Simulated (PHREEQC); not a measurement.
Dissolve 0.091 mol NH4HSO4 per kg of water at 20 °C. Closed to the air; pH follows from the charge balance.

The numbers come from PHREEQC with the ion-association model, wateq4f.dat.

```
Quantity                 Result
----------------  -------------
pH                         1.44
ionic strength    0.159 mol/kgw
total alkalinity   -91.0 meq/kg
```

```
species  molality  activity   log γ
-------  --------  --------  ------
NH4+       0.0798    0.0605  -0.120
HSO4-      0.0460    0.0344  -0.127
H+         0.0450    0.0363  -0.093
SO4-2      0.0338    0.0108  -0.494
NH4SO4-    0.0112   0.00845  -0.122
```

No solid was allowed to form. Complexes and solids missing from the database can't appear.
